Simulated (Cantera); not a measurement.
Feed: 1 mol Fe, 0.3 mol H₂O, 0.14 mol H₂, equilibrated at 1423.15 K and 101000 Pa.

Equilibrium computed with Cantera from the NASA thermochemical tables; the gas is ideal and each condensed phase is pure. Candidate condensed phases: Fe, FeO, Fe(OH)₂, Fe(OH)₃, Fe₂O₃, Fe₃O₄, H₂O; 12 gas species. Mutual solubility and eutectic melting of coexisting phases are not modelled. The tables' stoichiometric FeO is somewhat more stable than real wüstite, so its field is too wide. FeO: taken at fixed stoichiometry. Equilibrium is a limit: real reactors are often held back by kinetics, nucleation or transport.

Base state: H₂ 0.722, H₂O 0.278 (mole fractions); condensed: Fe(γ) + FeO(s).

Task: What changes in the equilibrium state with this change: 0.031 mol HCl added?

Result: 
| species | before | after |
|---|---|---|
| H₂ | 0.722 | 0.677 |
| H₂O | 0.278 | 0.261 |
| HCl | 0 | 0.0591 |
| FeCl₂ | 0 | 0.00335 |
| Fe(γ), mol | 0.822 | 0.821 |
| FeO(s), mol | 0.178 | 0.177 |
Further candidate phases: FeCl₂, FeCl₃.
